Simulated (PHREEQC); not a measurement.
KOH is added in steps, without added water, to 1 kg of water holding 0.0038 mol/kgw Pb(NO3)2 and 0.0005 mol/kgw Cd(NO3)2, at 25 °C. O2 is buffered at 0.21 atm. CO2 from the air is kept out. The run lets Cd(OH)2, Pb(OH)2 precipitate or redissolve, and no other solid.

Base run: PHREEQC, ion-association model, wateq4f.dat. Each further column changes one thing. The table gives pH.

| KOH added (mol) | base | 8.4e-05 mol/kgw CO2 added | Pb(NO3)2 left out |
|---|---|---|---|
| 0 | 5.15 | 4.91 | 6.67 |
| 0.002275 | 5.47 | 5.47 | 11.08 |
| 0.004225 | 5.57 | 5.57 | 11.48 |
| 0.0065 | 5.81 | 5.81 | 11.70 |
| 0.008775 | 10.20 | 10.16 | 11.85 |
| 0.01073 | 11.28 | 11.25 | 11.94 |
| 0.013 | 11.59 | 11.58 | 12.03 |

The database's Pb(OH)2 solid is less soluble than what usually precipitates.  Solids allowed in the column '8.4e-05 mol/kgw CO2 added': Cd(OH)2, Otavite, Pb(OH)2, Cerrusite, Hydrocerrusite. Solids allowed in the column 'Pb(NO3)2 left out': Cd(OH)2.
